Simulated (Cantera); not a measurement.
Feed: 1 mol trisilylamine, 16 mol N2, 38 mol H2, held at 1.33 mbar.

These are equilibrium values from Cantera (NASA tables, ideal gas, pure condensed phases), not measurements of a reactor. Candidate condensed phases: Si, Si3N4; 18 gas species. The feed counts by its element totals alone. Rates play no part.

Over these rows the condensed part is Si3N4(s). Partial pressures as log10 of bar:

| T (K) | 1000/T (1/K) | log p Si | log p H2 | log p N2 |
|---|---|---|---|---|
| 1425 | 0.7018 | -9.81 | -3.00 | -3.47 |
| 1450 | 0.6897 | -9.38 | -3.00 | -3.47 |
| 1475 | 0.6780 | ? | -3.00 | -3.47 |
| 1500 | 0.6667 | -8.55 | -3.00 | -3.47 |
| 1525 | 0.6557 | -8.15 | -3.00 | -3.47 |
| 1550 | 0.6452 | -7.77 | -3.00 | -3.47 |

Fit log p(Si) = a + b·(1000/T) to the five rows, give the apparent enthalpy, and predict the row at 1475 K.

Means: 1000/T = 0.6718, log p = -8.732. Sxy = -0.079827, Sxx = 0.0022132, so b = -36.07 and a = -8.732 − (-36.07)×0.6718 = 15.50.
Apparent enthalpy: −19.145 × (-36.07) = 691 kJ/mol. With the condensed phases at unit activity, 1/3 Si3N4(s) = Si(g) + 2/3 N2(g) links this pressure to the main gases: over the six rows their terms move log p by +0.00 in all, so the slope is close to that reaction's ΔH°. The five rows lie within 0.01 of the line.
Prediction at 1475 K: 15.50 + (-36.07)×0.6780 = -8.96. The computed value is -8.95, 0.01 from the line.
